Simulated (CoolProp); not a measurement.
Vapour-liquid equilibrium of CHF3 (R23) (1) + R143a (2) at 10.3 bar; x and y are mole fractions of (1).

The numbers come from the multi-fluid Helmholtz-energy mixture model, Penoncello 2003 and Lemmon and Jacobsen 2000; pair parameters Bell 2016 in CoolProp.

Give the bubble temperature and the first vapour's composition at x = 0.05, 0.125, 0.95. Is there an azeotrope?

x = 0.05: 287.2 K, y = 0.115; x = 0.125: 282.1 K, y = 0.273; x = 0.95: 245.1 K, y = 0.984. No azeotrope shows between x = 0.05 and 0.95.

The pair parameters rest on a limited set of measurements; away from them the model extrapolates.
